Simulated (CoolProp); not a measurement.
R1233zd(E) at several states: fugacity coefficient from the reference equation and from simpler models built on Tc = 438.9 K, pc = 3.583 MPa, ω = 0.304; each cubic takes its own stable root.

Computed with CoolProp (reference Helmholtz-energy equation of state, Akasaka 2022).

| T (K) | p (MPa) | phase | reference |
|---|---|---|---|
| 342.8 | 0.0365 | gas | 0.9917 |
| 316.2 | 0.145 | gas | 0.9569 |
| 409.3 | 2.78 | liquid | 0.5815 |
| 202.8 | 5.73 | liquid | 0.0001378 |

How far does each simpler model (van der Waals, Redlich-Kwong, Peng-Robinson) lie from the reference over these 4 states: mean and median of the absolute difference, and the worst?


- van der Waals: mean 2909.3 %, median 12.2 %, worst +11612.6 % at 202.8 K and 5.73 MPa
- Redlich-Kwong: mean 90.7 %, median 5.4 %, worst +352.0 % at 202.8 K and 5.73 MPa
- Peng-Robinson: mean 2.3 %, median 0.2 %, worst +8.9 % at 202.8 K and 5.73 MPa
